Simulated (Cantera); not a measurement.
An isothermal, constant-pressure homogeneous reactor starts with H₂ : O₂ = 0.26 : 1 (molar parts), equivalence ratio 0.13, at 1223 K and 6.45 Torr.

Model: the H2/O2 subset of GRI-Mech 3.0, which has no nitrogen chemistry, integrated in Cantera. Radical loss at walls, strong at low pressure, is not modelled. The temperature is held fixed by assumption; the heat of reaction is taken as removed at once.

One state of this run: x H₂ = 0.00885; x O₂ = 0.686; x H₂O₂ = 1.90e-7; x O = 0.0694; x H = 0.0584. x: mole fraction; the columns are a selection and need not sum to one.

Task: Which value of t (s) does it belong to?
A) 1.00
B) 0.00679
C) 0.0127
D) 0.00195

Result: B, 0.00679
